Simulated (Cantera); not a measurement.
# FeS2 + H2S + CO2 (roasting and sulfation)

Feed: 1 mol FeS2, 2.6 mol H2S, 0.3 mol CO2, at 1.00 bar.

Method: chemical equilibrium by Gibbs-energy minimisation in Cantera with the NASA 1993 tables (ideal gas, pure condensed phases). Candidate condensed phases: C, C6H6, C7H8, C8H18, Fe, Fe(CO)5, FeO, Fe(OH)2, Fe(OH)3, FeS, FeSO4, FeS2, Fe2O3, Fe2(SO4)3, Fe3O4, H2O, H2SO4, S; 127 gas species. FeS: taken at fixed stoichiometry. Gases not in the tables: S3 to S7. The numbers say what is thermodynamically allowed, not how fast it happens.

```tsv
T (°C)	x H2S	x H2	x S2	x CO2	x H2O	x CO	x COS	x SH	n FeS2(s)	n FeS(s)	n FeS(l)
502	0.865	0.00456	0.00378	0.0801	0.0241	0.00301	0.0189	2.51e-7	1.00	0	0
652	0.817	0.0142	0.0313	0.0644	0.0376	0.0120	0.0220	8.33e-6	0.891	0.109	0
802	0.675	0.0258	0.168	0.0427	0.0452	0.0227	0.0187	0.000101	0	1.00	0
952	0.589	0.0717	0.196	0.0251	0.0590	0.0449	0.0118	0.000504	0	1.00	0
1102	0.479	0.142	0.232	0.0133	0.0664	0.0588	0.00648	0.00171	0	1.00	0
1252	0.366	0.220	0.266	0.00740	0.0681	0.0643	0.00357	0.00432	0	0	1.00
1402	0.267	0.289	0.295	0.00459	0.0671	0.0655	0.00207	0.00880	0	0	1.000
1552	0.191	0.342	0.315	0.00318	0.0652	0.0653	0.00128	0.0153	0	0	1.000
```
x: gas mole fraction; n: condensed amount in mol.

At 502 °C the condensed part is FeS2(s). At 652 °C the condensed part is FeS(s) + FeS2(s). From 802 °C to 1102 °C the condensed part is FeS(s). From 1252 °C to 1552 °C the condensed part is FeS(l).
